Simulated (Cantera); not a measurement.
## Adiabatic ignition

An adiabatic, constant-pressure homogeneous reactor starts with 6.80 % CH₄, 1.97 % C₂H₆, 0.231 % C₃H₈, 10.8 % O₂, 80.2 % N₂, at 1198 K and 17300 Torr.

Cantera simulation using GRI-Mech 3.0 (53 species, 325 reactions); the numbers are that mechanism's predictions, not measurements. The pressure lies above the range GRI-Mech 3.0 was tuned for (to about 10 atm).

| t (s) | T (K) | x CH₄ | x C₂H₆ | x C₃H₈ | x HCN | x CH₃ | x N₂O |
|---|---|---|---|---|---|---|---|
| 3.00e-6 | 1198 | 0.0680 | 0.0197 | 0.00231 | <1e-12 | 2.43e-7 | <1e-12 |
| 9.27e-6 | 1198 | 0.0680 | 0.0197 | 0.00231 | <1e-12 | 6.07e-7 | <1e-12 |
| 2.86e-5 | 1198 | 0.0680 | 0.0197 | 0.00231 | <1e-12 | 1.22e-6 | 5.78e-12 |
| 8.84e-5 | 1198 | 0.0680 | 0.0197 | 0.00231 | <1e-12 | 3.16e-6 | 8.74e-11 |
| 0.000273 | 1203 | 0.0673 | 0.0188 | 0.00219 | <1e-12 | 1.62e-5 | 1.62e-9 |
| 0.000844 | 1991 | 0.00541 | 4.36e-6 | 1.41e-9 | 2.90e-6 | 0.000130 | 2.44e-10 |
| 0.00261 | 1974 | 0.00300 | 1.12e-6 | 2.57e-10 | 3.75e-6 | 5.96e-5 | 1.67e-10 |
| 0.00805 | 1961 | 0.00180 | 3.34e-7 | 5.17e-11 | 3.48e-6 | 3.01e-5 | 1.26e-10 |
| 0.0249 | 1950 | 0.000449 | 1.90e-8 | <1e-12 | 2.03e-6 | 6.60e-6 | 1.02e-10 |
| 0.0769 | 1947 | 2.57e-6 | <1e-12 | <1e-12 | 1.21e-6 | 3.69e-8 | 9.83e-11 |
| 0.237 | 1947 | 4.62e-8 | <1e-12 | <1e-12 | 1.21e-6 | 6.64e-10 | 9.84e-11 |
| 0.734 | 1947 | 4.62e-8 | <1e-12 | <1e-12 | 1.25e-6 | 6.64e-10 | 9.88e-11 |
| 2.27 | 1947 | 4.62e-8 | <1e-12 | <1e-12 | 1.36e-6 | 6.64e-10 | 9.96e-11 |
| 7.00 | 1947 | 4.62e-8 | <1e-12 | <1e-12 | 1.56e-6 | 6.64e-10 | 1.01e-10 |
x: mole fraction; the columns are a selection and need not sum to one.

```
Property                                                            Result
---------------------------------  ---------------------------------------
time of steepest temperature rise                                 0.479 ms
temperature at 7.00 s                                               1947 K
equilibrium temperature                                             1947 K
x(CH₄) at 7.00 s                   4.62e-8 (gas-phase equilibrium 5.04e-8)
x(C₂H₆) at 7.00 s                    <1e-12 (gas-phase equilibrium <1e-12)
x(C₃H₈) at 7.00 s                    <1e-12 (gas-phase equilibrium <1e-12)
```
